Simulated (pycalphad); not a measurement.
Computed with pycalphad from the COST 507 light-alloy database (1999), at 1 atm. The data set is of 1999 and partly superseded. Amounts are mole fractions of atoms. Kinetics are ignored, which matters at the lower temperatures.

Problem. Give the equilibrium state of Ti-8.984Si (wt.%) at 1250 K.

Solution. 
```
T = 1250.00 K, P = 101325 Pa, N = 1 mol of atoms
G = -87795 J/mol, H = 1479 J/mol, S = 71.42 J/(mol K)  (SER reference)
chemical potentials (J/mol): Ti -62612, Si -237491
phase             fraction      x(Ti)      x(Si)
SITI3               0.5412     0.7500     0.2500
BCC_A2              0.4588     0.9810     0.0190
```

Problem. Give the equilibrium state of Ti-8.984Si (wt.%) at 725 K.

Solution. SITI3, fraction 0.570, with 16.4 Si wt.%; HCP_A3, fraction 0.430, with 0.20 Si wt.%.

Database names, with the compositions (at.%) that they take in these runs: SITI3: Ti 75 Si 25. BCC_A2 is bcc; HCP_A3 is hcp.
